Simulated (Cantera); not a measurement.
Feed: 1 mol Al, 0.04 mol HCl, 0.23 mol H2, held at 7.90 bar.

Cantera equilibrium calculation (NASA polynomials, part measured and part estimated; ideal gas, pure solids and liquids). Candidate condensed phases: Al, AlCl3; 12 gas species. Equilibrium is a limit: real reactors are often held back by kinetics, nucleation or transport.

At 452 °C, list the 3 most abundant gas species with their mole fractions, and the condensed phases.

H2 0.969, Al2Cl6 0.0203, AlCl3 0.0110. Condensed: Al(s).
